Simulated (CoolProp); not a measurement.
Vapour-liquid equilibrium of carbon dioxide (1) + R134a (2) at -35.55 °C; x and y are mole fractions of (1).

Values from CoolProp's multi-fluid Helmholtz-energy mixture model, Span 1996 and Tillner-Roth 1994; pair parameters Bell 2016.

| x | bubble pressure (bar) | y at the bubble point | dew pressure at overall composition x (bar) | liquid density (mol/L) |
|---|---|---|---|---|
| 0.05 | 1.087 | 0.428 | 0.6758 | 14.11 |
| 0.125 | 1.836 | 0.682 | 0.7309 | … |
| 0.2 | 2.658 | 0.796 | 0.7955 | 15.24 |
| 0.275 | 3.521 | 0.857 | 0.8725 | 15.85 |
| 0.35 | 4.400 | … | 0.9658 | 16.51 |
| 0.425 | 5.274 | 0.921 | 1.081 | 17.21 |
| 0.5 | 6.133 | 0.939 | 1.228 | … |
| 0.575 | 6.973 | 0.952 | 1.422 | 18.77 |
| 0.65 | 7.796 | 0.963 | 1.688 | 19.65 |
| 0.725 | 8.612 | 0.972 | 2.077 | 20.60 |
| 0.8 | 9.435 | 0.981 | 2.704 | 21.64 |
| 0.875 | 10.28 | 0.988 | 3.880 | 22.78 |
| 0.95 | 11.17 | 0.995 | 6.810 | 24.04 |

**Question.** What belongs in the gaps?

**Answer.** 
- 0.125, liquid density (mol/L): 14.66
- 0.35, y at the bubble point: 0.895
- 0.5, liquid density (mol/L): 17.96

No azeotrope shows between x = 0.05 and 0.95.

Pair parameters are fitted to limited data, so mixtures are less certain than the pure fluids.
